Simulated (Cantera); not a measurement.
Input: 1 mol Si, 0.42 mol H₂O, 15 mol N₂, held at 1298.15 K and 0.100 bar.

These are equilibrium values from Cantera (NASA tables, ideal gas, pure condensed phases), not measurements of a reactor. Candidate condensed phases: H₂O, Si, SiO₂, Si₂N₂O, Si₃N₄; 35 gas species. N₂ is the only nitrogen source here; it is nearly inert below about 1500 K, so the nitride shown seldom forms there in practice. Mutual solubility and eutectic melting of coexisting phases are not modelled. Equilibrium is a limit: real reactors are often held back by kinetics, nucleation or transport.

Question: What is the equilibrium state?

Answer: x(N₂): 0.972
x(H₂): 0.0282
n(Si₂N₂O(s)): 0.420 mol
n(Si₃N₄(s)): 0.0533 mol
gas amount: 14.89 mol
log10 activity of Si(s) (absent): -3.54
